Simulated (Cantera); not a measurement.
Feed: 1 mol MgCO3, 3.8 mol SO2, 2.7 mol O2, at 3.20 bar.

Method: chemical equilibrium by Gibbs-energy minimisation in Cantera with the NASA 1993 tables (ideal gas, pure condensed phases). Candidate condensed phases: C, Mg, MgCO3, MgO, MgS, MgSO4, S; 26 gas species. The numbers say what is thermodynamically allowed, not how fast it happens.

Question: Which condensed phases are stable at each of these points (T (K)): 1373, 1448, 1523, 1598, 1673, 1748, 1823?

Answer: 
```json
[
 {"T (K)": "1373", "condensed phases": "MgSO4(s)", "Mg condensed (%)": "100.0"},
 {"T (K)": "1448", "condensed phases": "MgO(s)", "Mg condensed (%)": "100.0"},
 {"T (K)": "1523", "condensed phases": "MgO(s)", "Mg condensed (%)": "100.0"},
 {"T (K)": "1598", "condensed phases": "MgO(s)", "Mg condensed (%)": "100.0"},
 {"T (K)": "1673", "condensed phases": "MgO(s)", "Mg condensed (%)": "100.0"},
 {"T (K)": "1748", "condensed phases": "MgO(s)", "Mg condensed (%)": "100.0"},
 {"T (K)": "1823", "condensed phases": "MgO(s)", "Mg condensed (%)": "100.0"}
]
```

At 1373 K the condensed part is MgSO4(s). From 1448 K to 1823 K the condensed part is MgO(s).
